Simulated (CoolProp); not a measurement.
Ethanol at 298.15 K and 1.43 MPa flows at 16 m/s in a round tube of 25 mm bore and 1.5 µm roughness, fully developed (64/Re and Nu = 3.66 if laminar; Colebrook and Gnielinski if turbulent). Each further row changes one setting.

Computed with CoolProp (reference Helmholtz-energy equation of state, Schroeder 2014).

```tsv
case	Reynolds number	Darcy friction factor	pressure drop (Pa/m)	heat-transfer coefficient (W/(m² K))	mass flow (kg/h)
as stated	288000	(withheld)	(withheld)	(withheld)	22200
velocity 32 m/s	576000	0.0137	221000	27300	44500
diameter 50 mm	576000	0.0133	26700	13400	88900
```

### Question
Complete the blanks.

### Answer

- as stated, Darcy friction factor: 0.0152
- as stated, pressure drop (Pa/m): 61000
- as stated, heat-transfer coefficient (W/(m² K)): 14500

Viscosity comes from a separate model (Kiselev 2005). Thermal conductivity comes from a separate model (Assael 2013).
